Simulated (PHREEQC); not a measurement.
Solution (15 °C): 0.0024 mol CdSO4, 0.00073 mol Na2SO4 and 0.00086 mol H2SO4 per kg of water. Closed to the air; pH follows from the charge balance.

Equilibrium calculation in PHREEQC: ion-association model, phreeqc.dat.

| quantity | before | after |
|---|---|---|
| pH | 2.87 | 2.96 |
| ionic strength (mol/kgw) | 0.0113 | 0.0106 |
| SO4-2 (mol/kgw) | 0.00307 | 0.00277 |
| HSO4- (mol/kgw) | 0.000239 | 0.000503 |

### Question
Which change was made?
A) CdSO4 left out
B) Na2SO4 left out
C) Na2SO4 from 0.00073 to 7.3e-05 mol/kgw
D) Na2SO4 from 0.00073 to 0.0011 mol/kgw
E) temperature from 15 to 60 °C

### Answer
E, temperature from 15 to 60 °C

No solid was allowed to form. Constants without temperature data keep their 25 °C values here.
